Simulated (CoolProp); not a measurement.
C2F6 (R116) at 298.15 K and 0.464 MPa flows at 0.071 m/s in a round tube of 2 mm bore and 15 µm roughness, fully developed (64/Re and Nu = 3.66 if laminar; Colebrook and Gnielinski if turbulent). Each further row changes one setting.

Computed with CoolProp (reference Helmholtz-energy equation of state, Lemmon 2006). It is a short technical equation, of lower accuracy than the large ones.

```csv
case,Reynolds number,Darcy friction factor,pressure drop (Pa/m),heat-transfer coefficient (W/(m² K)),mass flow (kg/h)
as stated,273,0.234,8.02,27.3,0.0218
velocity 0.142 m/s,547,0.117,16.0,27.3,0.0436
diameter 4 mm,547,0.117,2.00,13.7,0.0873
```

Viscosity comes from a separate model (Huber 2003), an estimate that may be off by 10 % or more. Thermal conductivity comes from a separate model (Huber 2003), an estimate that may be off by 10 % or more.
